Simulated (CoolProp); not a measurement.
Computed with CoolProp (reference Helmholtz-energy equation of state, de Reuck 1993).

For methanol, give the phase and the density (kg/m³), cv (kJ/(kg K)), speed of sound (m/s), expansivity (1/kK) at 289.05 °C and 8220 kPa; 289.05 °C and 9860 kPa; 289.05 °C and 12300 kPa.


- 289.05 °C and 8220 kPa: supercritical; density 78.5, cv 2.84, speed of sound 324, expansivity 6.00
- 289.05 °C and 9860 kPa: supercritical; density 105, cv 3.10, speed of sound 309, expansivity 8.29
- 289.05 °C and 12300 kPa: supercritical; density 159, cv 3.43, speed of sound 280, expansivity 15.1
